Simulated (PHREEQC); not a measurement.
Make-up at 25 °C: 0.0038 mol/kgw Na2S. Closed to the air; pH follows from the charge balance.

Model: ion-association model, phreeqc.dat, run in PHREEQC.

No solid was allowed to form.

**Question.** Estimate the pH, specific conductance.

**Answer.** pH 11.51; specific conductance 1270 µS/cm.
